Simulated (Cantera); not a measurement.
Input (Python, Cantera) and output of one run.

```python
import numpy as np
import cantera as ct

gas_names = """
    CL CL2 H HCL H2 Si SiCL SiCL2 SiCL3 SiCL4 SiH SiHCL3 SiH2 SiH2CL2 SiH3 SiH3CL SiH4 Si2 Si3
""".split()
cond_names = """
    Si(cr) Si(L)
""".split()


# ... load() reads the species with a 1 bar reference pressure and builds the phases ...
atoms = {
    'Si2Cl6': {'Si': 2, 'CL': 6},
    'Cl2': {'CL': 2},
    'H2': {'H': 2},
    'HCl': {'H': 1, 'CL': 1},
}
top_T = {}  # K; cautious upper limits of use, not melting points


# ... equilibrate(T, P, feed) seeds the gas with the atoms and calls Mixture.equilibrate('TP', solver="vcs", rtol=1e-11, max_steps=5000) ...
results = []
feed = {'Si2Cl6': 1, 'Cl2': 0.57, 'H2': 50, 'HCl': 0.051}  # mol
P = 100000  # Pa
for T in [1150, 1200, 1250, 1300, 1350, 1400, 1450, 1500, 1550, 1600, 1650, 1700]:
    mix = equilibrate(T, P, feed)
    results.append((T, P, feed, dict(zip(mix.species_names, mix.species_moles))))

top = {s: max(r[3][s] / sum(r[3][g] for g in gas_names) for r in results) for s in gas_names}
cols = sorted((s for s in top if top[s] > 0.0001), key=lambda s: -top[s])[:9]
seen = [c for c in cond_names if any(r[3].get(c, 0) > 1e-12 for r in results)]
print("log10 of partial pressures in bar; condensed amounts in mol")
print(f"{'T/K':>10s}" + "".join(f"{s[:9]:>10s}" for s in cols + seen))
for T, P, feed, n in results:
    ng = sum(n[g] for g in gas_names)
    print(f"{T:10.4g}" + "".join(f"{np.log10(max(n[s] / ng * P / 1e5, 1e-99)):10.3f}" for s in cols)
          + "".join(f"{n.get(c, 0):10.4g}" for c in seen))
```

It prints:

```
log10 of partial pressures in bar; condensed amounts in mol
       T/K        H2       HCL     SiCL2     SiCL4    SiHCL3     SiCL3   SiH2CL2         H    Si(cr)     Si(L)
      1150    -0.025    -1.648    -2.929    -1.789    -1.858    -2.878    -2.829    -7.140     0.226         0
      1200    -0.028    -1.530    -2.659    -1.839    -1.902    -2.720    -2.849    -6.719    0.3032         0
      1250    -0.031    -1.427    -2.422    -1.908    -1.961    -2.593    -2.880    -6.331    0.3797         0
      1300    -0.034    -1.340    -2.220    -2.002    -2.038    -2.498    -2.924    -5.973    0.4488         0
      1350    -0.037    -1.269    -2.052    -2.126    -2.136    -2.438    -2.983    -5.641    0.5041         0
      1400    -0.040    -1.214    -1.917    -2.284    -2.260    -2.415    -3.059    -5.333    0.5424         0
      1450    -0.043    -1.174    -1.815    -2.475    -2.409    -2.426    -3.153    -5.046    0.5642         0
      1500    -0.045    -1.146    -1.741    -2.694    -2.578    -2.469    -3.260    -4.777    0.5728         0
      1550    -0.046    -1.129    -1.689    -2.933    -2.761    -2.534    -3.376    -4.525    0.5726         0
      1600    -0.047    -1.119    -1.653    -3.181    -2.950    -2.613    -3.497    -4.288    0.5668         0
      1650    -0.048    -1.113    -1.627    -3.431    -3.140    -2.700    -3.618    -4.066    0.5579         0
      1700    -0.048    -1.108    -1.613    -3.674    -3.328    -2.791    -3.741    -3.856         0    0.5594
```

Cantera equilibrium calculation (NASA polynomials, part measured and part estimated; ideal gas, pure solids and liquids). The feed counts by its element totals alone. The tables' values for SiCl3 are old estimates; treat these amounts as uncertain. Gases not in the tables: Si2H6 and higher silanes.
